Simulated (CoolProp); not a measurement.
Saturation properties of CHF3 (R23) (Tc = 299.3 K, pc = 48.32 bar, ω = 0.263).

Model: reference Helmholtz-energy equation of state, Penoncello 2003, in CoolProp.

```
T (K)  p (bar)  liquid density (kg/m³)  vapour density (kg/m³)  enthalpy of vaporisation (kJ/kg)  liquid cp (kJ/(kg K))  liquid viscosity (µPa s)
-----  -------  ----------------------  ----------------------  --------------------------------  ---------------------  ------------------------
230.4    6.372                    1283                   27.05                             202.1                  1.357                       172
233.9    7.264                    1266                   30.81                             198.1                  1.375                       164
237.5    8.276                    1249                   35.14                             193.9                  1.395                       157
241.1    9.391                    1231                   39.96                             189.4                  1.418                       149
244.7    10.61                    1212                   45.34                             184.8                  1.443                       142
248.2    11.91                    1194                   51.17                             180.0                  1.471                       135
251.8    13.37                    1174                   57.85                             174.9                  1.503                       129
255.4    14.96                    1154                   65.33                             169.5                  1.541                       122
258.9    16.64                    1133                   73.46                             164.0                  1.582                       116
262.5    18.50                    1110                   82.85                             158.0                  1.633                       110
266.1    20.52                    1086                   93.46                             151.6                  1.693                       104
269.7    22.70                    1061                   105.5                             144.7                  1.766                      98.1
273.2    24.98                    1035                   118.9                             137.5                  1.855                      92.5
276.8    27.51                    1006                   134.7                             129.5                  1.973                      86.6
280.4    30.22                   973.6                   153.3                             120.6                  2.133                      80.8
```

It boils at 191.1 K under 1 atm.

Viscosity comes from a separate model (Shan 2000).
